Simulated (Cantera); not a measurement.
An adiabatic, constant-volume homogeneous reactor starts with CH₄ : O₂ : N₂ = 1 : 3.57 : 13.6 (molar parts), equivalence ratio 0.56, at 998 K and 6.10 bar. Integrator tolerance rtol = 1e-08.

Computed with Cantera and GRI-Mech 3.0 (53 species, 325 reactions). Below about 1000 K GRI-Mech 3.0 lacks low-temperature oxidation paths.

What does this change do: pressure from 6.10 bar to 0.290 bar?


```json
[
 {"quantity": "time of steepest temperature rise", "before": "0.121 s", "after": "2.82 s"},
 {"quantity": "temperature at 6.00 s", "before": "2401 K", "after": "2345 K"},
 {"quantity": "equilibrium temperature", "before": "2401 K", "after": "2345 K"},
 {"quantity": "x(CH₄) at 6.00 s", "before": "<1e-12 (gas-phase equilibrium <1e-12)", "after": "<1e-12 (gas-phase equilibrium <1e-12)"},
 {"quantity": "x(O₂) at 6.00 s", "before": "0.0797 (gas-phase equilibrium 0.0797)", "after": "0.0801 (gas-phase equilibrium 0.0801)"},
 {"quantity": "x(CO) at 6.00 s", "before": "0.00107 (gas-phase equilibrium 0.00107)", "after": "0.00339 (gas-phase equilibrium 0.00339)"},
 {"quantity": "x(NO) at 6.00 s", "before": "0.0115 (gas-phase equilibrium 0.0115)", "after": "0.0103 (gas-phase equilibrium 0.0103)"},
 {"quantity": "x(CH₂CO) at 6.00 s", "before": "<1e-12 (gas-phase equilibrium <1e-12)", "after": "<1e-12 (gas-phase equilibrium <1e-12)"},
 {"quantity": "x(C₂H₆) at 6.00 s", "before": "<1e-12 (gas-phase equilibrium <1e-12)", "after": "<1e-12 (gas-phase equilibrium <1e-12)"},
 {"quantity": "x(H) at 6.00 s", "before": "7.99e-5 (gas-phase equilibrium 7.99e-5)", "after": "0.000513 (gas-phase equilibrium 0.000513)"}
]
```
